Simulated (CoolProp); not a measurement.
Saturation properties of propylene (Tc = 91.1 °C, pc = 45.55 bar, ω = 0.146).

Computed with CoolProp (reference Helmholtz-energy equation of state, Lemmon 2013).

```tsv
T (°C)	p (bar)	liquid density (kg/m³)	vapour density (kg/m³)	liquid viscosity (µPa s)	liquid conductivity (mW/(m K))
-67.75	0.3660	634.4	0.9176	248	?
-57.65	0.6268	622.3	1.511	220	150
-47.65	1.012	?	2.356	196	146
-37.55	1.567	597.4	3.540	175	141
-27.55	2.323	584.5	5.117	158	137
-17.45	3.340	570.9	7.208	142	132
-7.45	4.645	557.0	9.878	129	127
2.65	6.317	542.2	13.31	117	122
12.65	8.373	526.7	17.58	107	117
22.75	10.91	510.1	23.00	97.1	?
32.85	13.97	492.3	29.80	88.2	107
42.85	17.57	472.9	38.30	79.9	102
52.95	21.86	451.0	49.30	71.8	96.5
62.95	26.83	425.9	63.69	63.9	91.0
```

Question: What belongs in the gaps?

Answer: 
- -67.75, liquid conductivity (mW/(m K)): 154
- -47.65, liquid density (kg/m³): 610.1
- 22.75, liquid conductivity (mW/(m K)): 112

It boils at -47.6 °C under 1 atm.

Viscosity comes from a separate model (Huber 2003), an estimate that may be off by 10 % or more. Thermal conductivity comes from a separate model (Huber 2003), an estimate that may be off by 10 % or more.
